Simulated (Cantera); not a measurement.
Cantera run:

```python
import numpy as np
import cantera as ct

gas_names = """
    H HO2 H2 H2O H2O2 H2S H2SO4 O OH O2 O3 S SH SO SO2 SO3 S2 S2O S8
""".split()
cond_names = """
    H2O(s) H2O(L) H2SO4(L) S(cr1) S(cr2) S(L)
""".split()


def load(file, names, dense=False):
    # The tables refer to 1 bar. Condensed volumes are neglected.
    table = {s.name: s for s in ct.Species.list_from_file(file)}
    out = []
    for n in names:
        d = dict(table[n].input_data)
        d["thermo"] = dict(d["thermo"], **{"reference-pressure": 1e5})
        if dense:
            d["equation-of-state"] = {"model": "constant-volume", "density": "1e6 g/cm^3"}
        out.append(ct.Species.from_dict(d))
    return out


gas = ct.Solution(thermo="ideal-gas", species=load("nasa_gas.yaml", gas_names))
cond = {s.name: ct.Solution(thermo="fixed-stoichiometry", species=[s], name=s.name)
        for s in load("nasa_condensed.yaml", cond_names, dense=True)}
atoms = {
    'H2O': {'H': 2, 'O': 1},
    'SO2': {'S': 1, 'O': 2},
    'O2': {'O': 2},
}
top_T = {}  # K; cautious upper limits of use, not melting points


def equilibrate(T, P, feed):
    n = {}
    for name, mol in feed.items():
        for a, k in atoms[name].items():
            n[a] = n.get(a, 0.0) + k * mol
    gas.TPX = T, P, n
    mass = sum(n.values()) * gas.mean_molecular_weight
    gas.equilibrate("TP")
    valid = [c for c in cond.values() if c.min_temp <= T <= top_T.get(c.name, c.max_temp)]
    mix = ct.Mixture([(gas, mass / gas.mean_molecular_weight)] + [(c, 0.0) for c in valid])
    mix.T, mix.P = T, P
    mix.equilibrate("TP", solver="vcs", rtol=1e-11, max_steps=5000)
    return mix


results = []
feed = {'H2O': 1, 'SO2': 0.016, 'O2': 4.4}  # mol
P = 28000000  # Pa
for T in [625, 725, 825, 925, 1025, 1125, 1225, 1325, 1425]:
    mix = equilibrate(T, P, feed)
    results.append((T, P, feed, dict(zip(mix.species_names, mix.species_moles))))

top = {s: max(r[3][s] / sum(r[3][g] for g in gas_names) for r in results) for s in gas_names}
cols = sorted((s for s in top if top[s] > 1e-05), key=lambda s: -top[s])[:7]
seen = [c for c in cond_names if any(r[3].get(c, 0) > 1e-12 for r in results)]
print("log10 of partial pressures in bar; condensed amounts in mol")
print(f"{'T/K':>10s}" + "".join(f"{s[:9]:>10s}" for s in cols + seen))
for T, P, feed, n in results:
    ng = sum(n[g] for g in gas_names)
    print(f"{T:10.4g}" + "".join(f"{np.log10(max(n[s] / ng * P / 1e5, 1e-99)):10.3f}" for s in cols)
          + "".join(f"{n.get(c, 0):10.4g}" for c in seen))
```

Result:

```
log10 of partial pressures in bar; condensed amounts in mol
       T/K        O2       H2O     H2SO4       SO3       SO2        OH
       625     2.358     1.708    -0.083    -2.334    -6.855    -9.907
       725     2.358     1.709    -0.109    -1.272    -4.654    -8.041
       825     2.358     1.710    -0.241    -0.593    -3.114    -6.624
       925     2.357     1.712    -0.544    -0.271    -2.120    -5.513
      1025     2.357     1.713    -0.937    -0.168    -1.479    -4.617
      1125     2.357     1.714    -1.331    -0.162    -1.032    -3.880
      1225     2.357     1.714    -1.710    -0.211    -0.714    -3.264
      1325     2.357     1.714    -2.076    -0.302    -0.494    -2.740
      1425     2.357     1.714    -2.429    -0.423    -0.350    -2.290
```

Method: chemical equilibrium by Gibbs-energy minimisation in Cantera with the NASA 1993 tables (ideal gas, pure condensed phases). The ideal-gas law is rough above about 30 bar.
